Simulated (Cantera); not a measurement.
A closed system holds: 1 mol Fe3O4, 0.57 mol CH4, 3.3 mol H2, at 0.00120 bar.

Method: chemical equilibrium by Gibbs-energy minimisation in Cantera with the NASA 1993 tables (ideal gas, pure condensed phases). Candidate condensed phases: C, C6H6, C7H8, C8H18, Fe, Fe(CO)5, FeO, Fe(OH)2, Fe(OH)3, Fe2O3, Fe3O4, H2O; 114 gas species. Each liquid is taken as pure. Mutual solubility and eutectic melting of coexisting phases are not modelled. The tables' stoichiometric FeO is somewhat more stable than real wüstite, so its field is too wide. FeO: taken at fixed stoichiometry. Equilibrium is a limit: real reactors are often held back by kinetics, nucleation or transport.

Q: Which condensed phases are stable at each of these points (T (K)): 1498, 1548, 1598, 1648, 1698, 1748, 1798, 1848, 1898, 1948, 1998, 2048, 2098?

A: 
```tsv
T (K)	condensed phases	Fe condensed (%)
1498	Fe(γ) + FeO(s)	100.0
1548	Fe(γ) + FeO(s)	99.9
1598	Fe(γ) + FeO(s)	99.9
1648	Fe(γ) + FeO(s)	99.6
1698	Fe(δ) + FeO(l)	99.1
1748	Fe(δ) + FeO(l)	98.1
1798	Fe(δ) + FeO(l)	95.9
1848	Fe(l) + FeO(l)	91.6
1898	Fe(l) + FeO(l)	83.1
1948	Fe(l) + FeO(l)	65.8
1998	FeO(l)	53.4
2048	FeO(l)	39.1
2098	FeO(l)	23.0
```

From 1498 K to 1648 K the condensed part is Fe(γ) + FeO(s). From 1698 K to 1798 K the condensed part is Fe(δ) + FeO(l). From 1848 K to 1948 K the condensed part is Fe(l) + FeO(l). From 1998 K to 2098 K the condensed part is FeO(l).
